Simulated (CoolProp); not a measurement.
Propylene along the isobar 22.8 bar: Z from the reference equation and from simpler models built on Tc = 91.1 °C, pc = 45.55 bar, ω = 0.146; each cubic takes its own stable root.

The numbers come from the reference Helmholtz-energy equation of state, Lemmon 2013 in CoolProp.

```tsv
T (°C)	phase	reference	Soave-Redlich-Kwong	Peng-Robinson
31.25	liquid	0.07600	0.08389	0.07403
38.25	liquid	0.07637	0.08510	0.07510
45.25	liquid	0.07706	0.08689	0.07670
52.15	liquid	0.07818	___	0.07902
59.15	gas	0.6999	0.7110	0.6915
66.05	gas	0.7294	0.7368	0.7177
73.05	gas	0.7540	0.7592	0.7405
80.05	gas	___	0.7786	0.7602
86.95	gas	0.7925	0.7955	0.7774
93.95	gas	0.8082	0.8107	0.7930
100.85	gas	0.8219	0.8242	0.8068
107.85	gas	0.8343	0.8365	0.8195
114.85	gas	___	0.8478	0.8310
121.75	gas	0.8555	0.8578	0.8414
```

Question: What belongs in the gaps?

Answer: 
- 52.15, Soave-Redlich-Kwong: 0.08949
- 80.05, reference: 0.7748
- 114.85, reference: 0.8455
